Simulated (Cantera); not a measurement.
Feed: 1 mol Si3H8, 1.8 mol HCl, 35 mol N2, 0.029 mol Cl2, equilibrated at 1327 °C and 0.0133 bar.

Cantera equilibrium calculation (NASA polynomials, part measured and part estimated; ideal gas, pure solids and liquids). The feed counts by its element totals alone. The tables' values for SiCl3 are old estimates; treat these amounts as uncertain. Equilibrium is a limit: real reactors are often held back by kinetics, nucleation or transport.

```json
[
 {"species": "N2", "before": "0.850", "after": "0.850"},
 {"species": "H2", "before": "0.106", "after": "0.105"},
 {"species": "HCl", "before": "0.0388", "after": "0.0415"},
 {"species": "SiCl2", "before": "0.00432", "after": "0.00298"},
 {"species": "H", "before": "0.000154", "after": "0.000104"},
 {"species": "Cl", "before": "4.43e-5", "after": "3.23e-5"},
 {"species": "SiCl3", "before": "8.09e-5", "after": "8.85e-5"},
 {"species": "Si3N4(s), mol", "before": "0.943", "after": "0.960"}
]
```
Gas species are given as mole fractions.

Task: Which change was made?
(A) pressure from 0.0133 bar to 1.00 bar
(B) temperature from 1327 °C to 977 °C
(C) Cl2 from 0.029 to 0.79 mol
(D) pressure from 0.0133 bar to 0.0290 bar

Result: D, pressure from 0.0133 bar to 0.0290 bar
